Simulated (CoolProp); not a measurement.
Computed with CoolProp (reference Helmholtz-energy equation of state, Schroeder 2014).

### Question
For ethanol, give the phase and the cp (kJ/(kg K)), speed of sound (m/s), isothermal compressibility (1/MPa), conductivity (mW/(m K)) at 132.15 °C and 23.5 bar; 132.15 °C and 31.3 bar; 132.15 °C and 54.8 bar.

### Answer
- 132.15 °C and 23.5 bar: liquid; cp 3.56, speed of sound 790, isothermal compressibility 0.00301, conductivity 147
- 132.15 °C and 31.3 bar: liquid; cp 3.55, speed of sound 799, isothermal compressibility 0.00293, conductivity 147
- 132.15 °C and 54.8 bar: liquid; cp 3.52, speed of sound 825, isothermal compressibility 0.00272, conductivity 149

Thermal conductivity comes from a separate model (Assael 2013).
